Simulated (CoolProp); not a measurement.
Properties of toluene along the isotherm 620 K.

Values from CoolProp's reference Helmholtz-energy equation of state, Lemmon 2006. It is a short technical equation, of lower accuracy than the large ones.

```json
[
 {"p (bar)": "22.9", "phase": "gas", "density (kg/m³)": "50.86", "cp (kJ/(kg K))": "2.379", "cv (kJ/(kg K))": "2.144", "speed of sound (m/s)": "197.9", "Joule-Thomson coefficient (K/MPa)": "8.539"},
 {"p (bar)": "45.8", "phase": "supercritical", "density (kg/m³)": "154.6", "cp (kJ/(kg K))": "3.471", "cv (kJ/(kg K))": "2.249", "speed of sound (m/s)": "138.7", "Joule-Thomson coefficient (K/MPa)": "12.67"},
 {"p (bar)": "68.8", "phase": "supercritical", "density (kg/m³)": "415.4", "cp (kJ/(kg K))": "3.584", "cv (kJ/(kg K))": "2.243", "speed of sound (m/s)": "190.8", "Joule-Thomson coefficient (K/MPa)": "3.388"},
 {"p (bar)": "91.7", "phase": "supercritical", "density (kg/m³)": "476.0", "cp (kJ/(kg K))": "3.025", "cv (kJ/(kg K))": "2.212", "speed of sound (m/s)": "280.6", "Joule-Thomson coefficient (K/MPa)": "1.360"},
 {"p (bar)": "115", "phase": "supercritical", "density (kg/m³)": "508.0", "cp (kJ/(kg K))": "2.864", "cv (kJ/(kg K))": "2.201", "speed of sound (m/s)": "342.5", "Joule-Thomson coefficient (K/MPa)": "0.7806"},
 {"p (bar)": "138", "phase": "supercritical", "density (kg/m³)": "529.9", "cp (kJ/(kg K))": "2.784", "cv (kJ/(kg K))": "2.195", "speed of sound (m/s)": "391.0", "Joule-Thomson coefficient (K/MPa)": "0.5016"},
 {"p (bar)": "160", "phase": "supercritical", "density (kg/m³)": "546.3", "cp (kJ/(kg K))": "2.736", "cv (kJ/(kg K))": "2.192", "speed of sound (m/s)": "430.5", "Joule-Thomson coefficient (K/MPa)": "0.3389"},
 {"p (bar)": "183", "phase": "supercritical", "density (kg/m³)": "560.5", "cp (kJ/(kg K))": "2.700", "cv (kJ/(kg K))": "2.190", "speed of sound (m/s)": "466.9", "Joule-Thomson coefficient (K/MPa)": "0.2231"},
 {"p (bar)": "206", "phase": "supercritical", "density (kg/m³)": "572.6", "cp (kJ/(kg K))": "2.673", "cv (kJ/(kg K))": "2.188", "speed of sound (m/s)": "499.5", "Joule-Thomson coefficient (K/MPa)": "0.1395"}
]
```

The peak of cp marks the crossing from liquid-like to gas-like fluid above the critical point.
